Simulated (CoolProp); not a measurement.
R1233zd(E) at 298.15 K and 0.0637 MPa is compressed adiabatically to 0.373 MPa with isentropic efficiency 0.7. Each further row changes one setting.

The numbers come from the reference Helmholtz-energy equation of state, Akasaka 2022 in CoolProp.

```
case             work (kJ/kg)  final temperature (K)  final density (kg/m³)
---------------  ------------  ---------------------  ---------------------
as stated                49.2                    ___                   17.5
efficiency 1             34.4                  346.4                   18.5
efficiency 0.65          52.9                    ___                    ___
```

**Question.** Some entries are withheld; supply them.

**Answer.** 
- as stated, final temperature (K): 362.6
- efficiency 0.65, final temperature (K): 366.7
- efficiency 0.65, final density (kg/m³): 17.2
